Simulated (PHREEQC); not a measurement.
Make-up at 25 °C: 0.031 mol (NH4)2SO4 and 0.059 mol KBr per kg of water. Closed to the air; pH follows from the charge balance.

The numbers come from PHREEQC with the ion-association model, phreeqc.dat.

Each row changes one thing in this solution. This is a speciation only: nothing precipitates in the calculation.

| case | pH | ionic strength (mol/kgw) | NH4+ (mol/kgw) | NH3 (mol/kgw) |
|---|---|---|---|---|
| as made | 5.50 | 0.136 | 0.0567 | 7.04e-6 |
| (NH4)2SO4 replaced by NH3 at the same molality | 10.87 | 0.0599 | 0.000927 | 0.0301 |
| KBr left out | 5.50 | 0.0796 | 0.0553 | 7.52e-6 |
| temperature from 25 to 40 °C | 5.31 | 0.135 | 0.0569 | 1.25e-5 |
| KBr from 0.059 to 0.0118 mol/kgw | 5.50 | 0.0907 | 0.0557 | 7.41e-6 |
| temperature from 25 to 85 °C | 4.93 | 0.132 | 0.0576 | 6.14e-5 |
| KBr replaced by HBr at the same molality | 1.46 | 0.112 | 0.0591 | 7.02e-10 |
| temperature from 25 to 5 °C | 5.79 | 0.137 | 0.0565 | 3.07e-6 |

Constants without temperature data keep their 25 °C values here.
